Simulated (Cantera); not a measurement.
A diamond (100) surface in a fixed gas of H2 with x(CH4) = 0.0029, x(CH3) = 0.0014, at 1123 K, 11000 Pa; coverages are run to steady state.

Model: the Harris–Goodwin 1993 mechanism for the reconstructed diamond (100) surface, integrated in Cantera.

θ: site fractions in the mechanism's names (c6HH fully hydrogenated, c6H* and c6*H radical sites, c6** diradical, c6HM methylated).

```json
[
 {"x(H)": "0.0001", "growth (µm/h)": "?", "θ c6HH": "0.475", "θ c6H*": "0.0187", "θ c6*H": "0.282", "θ c6**": "0.00206", "θ c6HM": "0.137"},
 {"x(H)": "0.00024", "growth (µm/h)": "?", "θ c6HH": "0.421", "θ c6H*": "0.0207", "θ c6*H": "0.312", "θ c6**": "0.00445", "θ c6HM": "0.150"},
 {"x(H)": "0.00058", "growth (µm/h)": "?", "θ c6HH": "0.403", "θ c6H*": "0.0222", "θ c6*H": "0.333", "θ c6**": "0.00799", "θ c6HM": "0.147"},
 {"x(H)": "0.0014", "growth (µm/h)": "?", "θ c6HH": "0.412", "θ c6H*": "0.0240", "θ c6*H": "0.360", "θ c6**": "0.0121", "θ c6HM": "0.122"},
 {"x(H)": "0.0034", "growth (µm/h)": "?", "θ c6HH": "0.437", "θ c6H*": "0.0262", "θ c6*H": "0.393", "θ c6**": "0.0158", "θ c6HM": "0.0820"},
 {"x(H)": "0.0082", "growth (µm/h)": "?", "θ c6HH": "0.461", "θ c6H*": "0.0282", "θ c6*H": "0.421", "θ c6**": "0.0185", "θ c6HM": "0.0452"},
 {"x(H)": "0.02", "growth (µm/h)": "120", "θ c6HH": "0.478", "θ c6H*": "0.0297", "θ c6*H": "0.439", "θ c6**": "0.0200", "θ c6HM": "0.0214"},
 {"x(H)": "0.048", "growth (µm/h)": "128", "θ c6HH": "0.486", "θ c6H*": "0.0310", "θ c6*H": "0.447", "θ c6**": "0.0209", "θ c6HM": "0.00954"},
 {"x(H)": "0.11", "growth (µm/h)": "133", "θ c6HH": "0.489", "θ c6H*": "0.0327", "θ c6*H": "0.450", "θ c6**": "0.0215", "θ c6HM": "0.00431"}
]
```

### Question
Complete the blanks.

### Answer

- 0.0001, growth (µm/h): 4.23
- 0.00024, growth (µm/h): 10.9
- 0.00058, growth (µm/h): 25.0
- 0.0014, growth (µm/h): 49.1
- 0.0034, growth (µm/h): 78.9
- 0.0082, growth (µm/h): 104
